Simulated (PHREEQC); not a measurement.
A made-up water analysis in mmol/kgw, 25 °C, pH 1.89, pe 8.2:

```csv
constituent,mmol/kgw
Na,1.87
K,0.104
Ca,4.56
Mg,0.0111
Cl,0.942
S(6),20.2
Cd,0.00479
Li,0.0231
Zn,0.25
Fe(3),1.86
```

Valence states are taken as typed.

Computed with PHREEQC (ion-association model, phreeqc.dat).

Each row changes one thing in this solution. Precipitation was switched off in this run.

| case | ionic strength (mol/kgw) | SO4-2 (mol/kgw) | HSO4- (mol/kgw) | Ca+2 (mol/kgw) | FeSO4+ (mol/kgw) | CaSO4 (mol/kgw) | SI of Gypsum (CaSO4:2H2O) | SI of Jarosite-K (KFe3(SO4)2(OH)6) |
|---|---|---|---|---|---|---|---|---|
| as made | 0.0398 | 0.00961 | 0.00710 | 0.00312 | 0.00150 | 0.00130 | -0.55 | -2.03 |
| temperature from 25 to 15 °C at the same typed pH | 0.0411 | 0.0104 | 0.00627 | 0.00312 | 0.00149 | 0.00132 | -0.51 | -2.57 |
| all concentrations times 3 at the same typed pH | 0.100 | ? | 0.0176 | 0.00749 | 0.00410 | 0.00559 | +0.09 | ? |

Task: Complete the blanks.

Result: 
- all concentrations times 3 at the same typed pH, SO4-2 (mol/kgw): 0.0295
- all concentrations times 3 at the same typed pH, SI of Jarosite-K (KFe3(SO4)2(OH)6): -0.75

Some of these states are supersaturated (in Hematite (slow to form), Goethite (slow to form), Gypsum, for instance).
